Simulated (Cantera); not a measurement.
Feed: 1 mol Si, 1.2 mol HBr, 5.8 mol H₂, held at 252 °C and 0.133 bar.

Cantera equilibrium calculation (NASA polynomials, part measured and part estimated; ideal gas, pure solids and liquids). Candidate condensed phases: Br₂, Si; 19 gas species. Kinetics and transport are ignored.

Base state: H₂ 0.954, SiBr₄ 0.0425, SiHBr₃ 0.00295, SiH₂Br₂ 9.32e-5, HBr 2.40e-5 (mole fractions); condensed: Si(s).

Task: What changes in the equilibrium state with this change: temperature from 252 °C to 1002 °C?

Result: 
| species | before | after |
|---|---|---|
| H₂ | 0.954 | 0.874 |
| HBr | 2.40e-5 | 0.0956 |
| SiBr₂ | <1e-9 | 0.0194 |
| SiBr₄ | 0.0425 | 0.00711 |
| SiBr₃ | 3.16e-9 | 0.00172 |
| Br | <1e-9 | 5.64e-5 |
| SiHBr₃ | 0.00295 | 0.00160 |
| SiH₂Br₂ | 9.32e-5 | 0.000171 |
| Si(s), mol | 0.695 | 0.792 |
The tables' values for SiBr₃ are old estimates; treat these amounts as uncertain.

Task: What changes in the equilibrium state with this change: HBr from 1.2 to 9.1 mol?

Result: 
```
species      before    after
----------  -------  -------
H₂            0.954    0.561
HBr         2.40e-5    0.367
SiBr₄        0.0425   0.0719
SiH₂Br₂     9.32e-5    <1e-9
SiHBr₃      0.00295  1.92e-7
Si(s), mol    0.695        0
```
